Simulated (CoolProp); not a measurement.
Nitrous oxide along the isotherm 500 K: fugacity coefficient from the reference equation and from simpler models built on Tc = 309.5 K, pc = 72.45 bar, ω = 0.161; each cubic takes its own stable root.

Values from CoolProp's reference Helmholtz-energy equation of state, Lemmon 2006. It is a short technical equation, of lower accuracy than the large ones.

| p (bar) | phase | reference |
|---|---|---|
| 50 | gas | 0.9591 |
| 100 | supercritical | 0.9218 |
| 150 | supercritical | 0.8884 |
| 200 | supercritical | 0.8592 |
| 250 | supercritical | 0.8346 |
| 300 | supercritical | 0.8145 |
| 350 | supercritical | 0.7990 |
| 400 | supercritical | 0.7877 |
| 450 | supercritical | 0.7801 |
| 500 | supercritical | 0.7759 |

Q: How far does each simpler model (Soave-Redlich-Kwong, Peng-Robinson) lie from the reference over these 10 states: mean and median of the absolute difference, and the worst?

A: 
- Soave-Redlich-Kwong: mean 5.5 %, median 5.5 %, worst +10.0 % at 500 K and 500 bar
- Peng-Robinson: mean 0.7 %, median 0.7 %, worst -1.2 % at 500 K and 150 bar
